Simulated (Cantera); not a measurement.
An adiabatic, constant-volume homogeneous reactor starts with CH4 : O2 : N2 = 1 : 1.11 : 4.18 (molar parts), equivalence ratio 1.8, at 1325 K and 150000 Pa. Integrator tolerance rtol = 1e-08.

Computed with Cantera and GRI-Mech 3.0 (53 species, 325 reactions).

### Question
What does this change do: initial temperature 1325 to 1400 K?

### Answer
| quantity | before | after |
|---|---|---|
| time of steepest temperature rise | 7.93 ms | 3.19 ms |
| temperature at 5.00 s | 2755 K | 2797 K |
| equilibrium temperature | 2755 K | 2797 K |
| x(CH4) at 5.00 s | 2.54e-11 (gas-phase equilibrium 2.87e-11) | 2.03e-11 (gas-phase equilibrium 2.30e-11) |
| x(O2) at 5.00 s | 0.000125 (gas-phase equilibrium 0.000125) | 0.000180 (gas-phase equilibrium 0.000180) |
| x(H2O) at 5.00 s | 0.143 (gas-phase equilibrium 0.143) | 0.142 (gas-phase equilibrium 0.142) |
| x(CH3) at 5.00 s | 4.48e-11 (gas-phase equilibrium 5.07e-11) | 4.21e-11 (gas-phase equilibrium 4.77e-11) |
| x(N2O) at 5.00 s | 6.56e-8 (gas-phase equilibrium 6.56e-8) | 8.19e-8 (gas-phase equilibrium 8.19e-8) |
| x(C2H) at 5.00 s | <1e-12 (gas-phase equilibrium <1e-12) | <1e-12 (gas-phase equilibrium <1e-12) |
| x(H) at 5.00 s | 0.0131 (gas-phase equilibrium 0.0131) | 0.0154 (gas-phase equilibrium 0.0154) |

### Question
What does this change do: pressure from 150000 Pa to 1100000 Pa?

### Answer
```
quantity                                                              before                                     after
---------------------------------  -----------------------------------------  ----------------------------------------
time of steepest temperature rise                                    7.93 ms                                   1.27 ms
temperature at 5.00 s                                                 2755 K                                    2828 K
equilibrium temperature                                               2755 K                                    2828 K
x(CH4) at 5.00 s                   2.54e-11 (gas-phase equilibrium 2.87e-11)   1.18e-9 (gas-phase equilibrium 1.32e-9)
x(O2) at 5.00 s                    0.000125 (gas-phase equilibrium 0.000125)   2.99e-5 (gas-phase equilibrium 2.99e-5)
x(H2O) at 5.00 s                         0.143 (gas-phase equilibrium 0.143)       0.147 (gas-phase equilibrium 0.147)
x(CH3) at 5.00 s                   4.48e-11 (gas-phase equilibrium 5.07e-11)  9.54e-10 (gas-phase equilibrium 1.07e-9)
x(N2O) at 5.00 s                     6.56e-8 (gas-phase equilibrium 6.56e-8)   9.80e-8 (gas-phase equilibrium 9.80e-8)
x(C2H) at 5.00 s                       <1e-12 (gas-phase equilibrium <1e-12)     <1e-12 (gas-phase equilibrium <1e-12)
x(H) at 5.00 s                         0.0131 (gas-phase equilibrium 0.0131)   0.00622 (gas-phase equilibrium 0.00622)
```
